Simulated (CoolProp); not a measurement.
The fluid at 239.68 K and 16.8 MPa (liquid) is heated at constant pressure to 286.8 K. The same conditions are run with several fluids, on thermodynamics alone (safety and materials aside).

Model: reference Helmholtz-energy equation of state of each fluid (the fluoroketone C6F12O (FK-5-1-12): McLinden 2015; R245fa: Akasaka 2015; ammonia: Gao 2020; R134a: Tillner-Roth 1994; toluene: Lemmon 2006), in CoolProp.

Problem. Rank the fluoroketone C6F12O (FK-5-1-12), R245fa, ammonia, R134a, toluene by heat (kJ/kg), highest first.

Solution. ammonia (211), toluene (75.0), R134a (59.8), R245fa (57.5), the fluoroketone C6F12O (FK-5-1-12) (50.7)

| fluid | final density (kg/m³) |
|---|---|
| the fluoroketone C6F12O (FK-5-1-12) | 1690 |
| R245fa | 1410 |
| ammonia | 632 |
| R134a | 1310 |
| toluene | 884 |
